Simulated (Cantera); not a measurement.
What does this Cantera script print?

```python
import numpy as np
import cantera as ct

gas_names = """
    CL CLO CL2 H HCL HNO HNO2 HNO3 HOCL HO2 H2 H2O H2O2 Mg MgCL MgCL2 MgH MgN MgO MgOH MgO2H2 Mg2 N NH
    NH2 NH3 NH2OH NO NO2 NO3 N2 N2H2 N2H4 N2O O OH O2 O3
""".split()
cond_names = """
    H2O(s) H2O(L) Mg(cr) Mg(L) MgCL2(s) MgCL2(L) MgO(s) MgO(L) MgO2H2(s) NH4CL(a) NH4CL(b)
""".split()


# ... load() reads the species with a 1 bar reference pressure and builds the phases ...
atoms = {
    'MgCl2': {'Mg': 1, 'CL': 2},
    'H2O': {'H': 2, 'O': 1},
    'N2': {'N': 2},
}
top_T = {}  # K; cautious upper limits of use, not melting points


# ... equilibrate(T, P, feed) seeds the gas with the atoms and calls Mixture.equilibrate('TP', solver="vcs", rtol=1e-11, max_steps=5000) ...
results = []
feed = {'MgCl2': 1, 'H2O': 0.096, 'N2': 200}  # mol
T = 2173  # K
P = 910  # Pa
mix = equilibrate(T, P, feed)
results.append((T, P, feed, dict(zip(mix.species_names, mix.species_moles))))
x = sorted(zip(gas.X, gas.species_names), reverse=True)
print(f"T = {T:g} K  P = {P:g} Pa  gas = {mix.phase_moles(0):.4g} mol")
print("   x: " + "  ".join(f"{s} {v:.3e}" for v, s in x if v > 0.001))
print("   condensed (mol): " + ("  ".join(f"{mix.phase(i).name} {mix.phase_moles(i):.4g}"
      for i in range(1, mix.n_phases) if mix.phase_moles(i) > 1e-12) or "none"))
```

Output:

```
T = 2173 K  P = 910 Pa  gas = 202.6 mol
   x: N2 9.871e-01  CL 6.664e-03  Mg 3.578e-03  MgCL2 1.169e-03
   condensed (mol): none
```

Method: chemical equilibrium by Gibbs-energy minimisation in Cantera with the NASA 1993 tables (ideal gas, pure condensed phases).
